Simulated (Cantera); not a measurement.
A closed system holds: 1 mol C2F6, 0.43 mol HCl, held at 2.50 mbar.

Cantera equilibrium calculation (NASA polynomials, part measured and part estimated; ideal gas, pure solids and liquids). Candidate condensed phases: C, C6H6, C7H8, C8H18; 118 gas species. The feed counts by its element totals alone. Gases not in the tables: C2F6 and larger saturated fluorocarbons. The numbers say what is thermodynamically allowed, not how fast it happens. All values below are at 1025 K.

Base state: CF4 0.706, HF 0.147, Cl2 0.0682, HCl 0.0672, CClF3 0.00788, Cl 0.00292, CCl2F2 0.000109 (mole fractions); condensed: C(graphite).

Q: What changes in the equilibrium state with this change: C2F6 replaced by CH3Cl?

A: 
| species | before | after |
|---|---|---|
| HCl | 0.0672 | 0.588 |
| H2 | <1e-9 | 0.411 |
| CH4 | <1e-9 | 3.11e-5 |
| CF4 | 0.706 | 0 |
| HF | 0.147 | 0 |
| Cl2 | 0.0682 | <1e-9 |
| CClF3 | 0.00788 | 0 |
| CCl2F2 | 0.000109 | 0 |
| Cl | 0.00292 | 7.37e-8 |
| C(graphite), mol | 0.570 | 1.000 |
